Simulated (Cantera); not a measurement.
# N2O furnace oxynitridation

An isothermal, constant-pressure homogeneous reactor starts with 100 % N2O, at 1150 K and 0.197 atm.

Model: GRI-Mech 3.0 (53 species, 325 reactions), integrated in Cantera. GRI-Mech 3.0 was tuned for natural gas; its chemistry of N2O as a main component is partial and can be far from experiment. The mechanism lacks the step 2 NO + O2 → 2 NO2, which can matter for NO2 below about 1400 K. The temperature is held fixed by assumption; the heat of reaction is taken as removed at once.

| t (s) | x N2O | x NO2 | x NO | x N2 | x O2 | x O |
|---|---|---|---|---|---|---|
| 0.000400 | 1.000 | 4.63e-12 | 1.41e-6 | 1.66e-5 | 7.55e-6 | 8.02e-7 |
| 0.000735 | 1.000 | 1.70e-11 | 2.71e-6 | 3.11e-5 | 1.45e-5 | 8.02e-7 |
| 0.00135 | 1.000 | 6.04e-11 | 5.10e-6 | 5.78e-5 | 2.72e-5 | 8.02e-7 |
| 0.00248 | 1.000 | 2.08e-10 | 9.48e-6 | 0.000107 | 5.07e-5 | 8.02e-7 |
| 0.00456 | 1.000 | 7.08e-10 | 1.75e-5 | 0.000197 | 9.37e-5 | 8.02e-7 |
| 0.00838 | 0.999 | 2.38e-9 | 3.23e-5 | 0.000363 | 0.000173 | 8.02e-7 |
| 0.0154 | 0.999 | 7.92e-9 | 5.95e-5 | 0.000667 | 0.000318 | 8.02e-7 |
| 0.0283 | 0.998 | 2.60e-8 | 0.000109 | 0.00122 | 0.000585 | 8.02e-7 |
| 0.0520 | 0.996 | 8.31e-8 | 0.000201 | 0.00225 | 0.00107 | 8.02e-7 |
| 0.0955 | 0.994 | 2.54e-7 | 0.000368 | 0.00412 | 0.00197 | 8.02e-7 |
| 0.175 | 0.988 | 7.26e-7 | 0.000674 | 0.00755 | 0.00361 | 8.01e-7 |
| 0.322 | 0.978 | 1.87e-6 | 0.00123 | 0.0138 | 0.00658 | 8.01e-7 |
| 0.592 | 0.961 | 4.26e-6 | 0.00223 | 0.0250 | 0.0119 | 7.99e-7 |
| 1.09 | 0.930 | 8.68e-6 | 0.00400 | 0.0449 | 0.0215 | 7.97e-7 |
| 2.00 | 0.876 | 1.64e-5 | 0.00705 | 0.0793 | 0.0379 | 7.92e-7 |
x: mole fraction; the columns are a selection and need not sum to one.

Equilibrium at this temperature and pressure: N2O 4.55e-9, NO2 1.87e-6, NO 0.000153, N2 0.667, O2 0.333, O 1.08e-8 (gas phase only).
